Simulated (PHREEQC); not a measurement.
KOH is added in steps, without added water, to 1 kg of water holding 0.013 mol Cu(NO3)2 and 0.0021 mol HCl, at 25 °C. O2 is buffered at 0.21 atm. CO2 from the air is kept out. Solids allowed: Cu(OH)2, Atacamite, Cu2(OH)3NO3. Others were left out.

Base run: PHREEQC, ion-association model, wateq4f.dat. Each further column changes one thing. The table gives pH.

```
KOH added (mol)   base  Davies equation for every ion  Debye-Hückel limiting law  all activity coefficients set to 1
---------------  -----  -----------------------------  -------------------------  ----------------------------------
0                 2.74                           2.76                       2.78                                 [?]
0.00735           5.15                           5.17                       5.23                                 [?]
0.01365           5.34                           5.35                       5.40                                5.14
0.021             6.08                           6.09                       6.13                                5.90
0.02835          10.33                          10.33                      10.31                               10.40
0.03465          11.74                          11.74                      11.72                               11.82
0.042            12.06                          12.06                      12.04                                 [?]
```

Task: What belongs in the gaps?

Result: 
- 0, all activity coefficients set to 1: 2.68
- 0.00735, all activity coefficients set to 1: 4.94
- 0.042, all activity coefficients set to 1: 12.14

The database's constant for dissolved Cu(OH)2 is higher than later reviews accept.
